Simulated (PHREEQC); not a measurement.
Synthetic water in mg/kgw, 25 °C, pH 6.54, pe 1.4:

| constituent | mg/kgw |
|---|---|
| Na | 2210 |
| K | 729 |
| Ca | 58.4 |
| Mg | 666 |
| Cl | 5210 |
| S(6) as SO4 | 1270 |
| Alkalinity as HCO3 | 104 |
| Sr | 2.16 |

Valence states are taken as typed.

Equilibrium calculation in PHREEQC: ion-association model, wateq4f.dat.

Precipitation was switched off in this run.

### Question
Estimate the ionic strength, charge-balance error.

### Answer
ionic strength 0.196 mol/kgw; charge-balance error -0.8 %.

### Question
In which forms is S present?

### Answer
SO4-2 58 %, MgSO4 31 %, NaSO4- 8.1 %, KSO4- 2.1 %, CaSO4 1.3 % of the S.

Complexes and solids missing from the database can't appear.
